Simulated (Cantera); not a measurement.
An isothermal, constant-pressure homogeneous reactor starts with 0.794 % H2, 99.2 % O2, equivalence ratio 0.0040, at 1300 K and 0.00360 bar.

Cantera simulation using the H2/O2 subset of GRI-Mech 3.0, which has no nitrogen chemistry; the numbers are that mechanism's predictions, not measurements. Radical loss at walls, strong at low pressure, is not modelled.

One state of this run: x H2 = 1.89e-5; x O2 = 0.987; x OH = 0.000716; x H = 0.000137; x H2O = 0.00750; x O = 0.00503. x: mole fraction; the columns are a selection and need not sum to one.

Q: Which value of t (s) does it belong to?
A. 0.00246
B. 0.608
C. 1.83
D. 50.0

A: C, 1.83
